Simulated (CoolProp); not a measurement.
Vapour-liquid equilibrium of R227EA (1) + isobutene (2) at -40.25 °C; x and y are mole fractions of (1).

The numbers come from the multi-fluid Helmholtz-energy mixture model, Lemmon 2016 and Lemmon 2005; pair parameters Bell 2016 in CoolProp.

| x | bubble pressure (MPa) | y at the bubble point | dew pressure at overall composition x (MPa) | liquid density (mol/L) |
|---|---|---|---|---|
| 0.05 | 0.02772 | 0.233 | 0.02320 | 11.66 |
| 0.15 | 0.03391 | 0.417 | 0.02548 | 11.35 |
| 0.25 | 0.03666 | 0.490 | 0.02821 | 11.07 |
| 0.35 | 0.03790 | 0.528 | 0.03145 | 10.81 |
| 0.45 | 0.03851 | 0.555 | ? | 10.57 |
| 0.55 | ? | 0.582 | 0.03842 | 10.35 |
| 0.65 | 0.03878 | 0.617 | 0.03849 | 10.14 |
| 0.75 | ? | 0.669 | 0.03683 | 9.955 |
| 0.85 | 0.03678 | 0.752 | 0.03477 | 9.784 |
| 0.95 | 0.03388 | 0.892 | 0.03270 | ? |

Problem. Fill in the missing entries.

Solution. 
- 0.45, dew pressure at overall composition x (MPa): 0.03517
- 0.55, bubble pressure (MPa): 0.03880
- 0.75, bubble pressure (MPa): 0.03824
- 0.95, liquid density (mol/L): 9.625

y crosses x between x = 0.55 and 0.65: the model has an azeotrope there.

Pair parameters are fitted to limited data, so mixtures are less certain than the pure fluids.
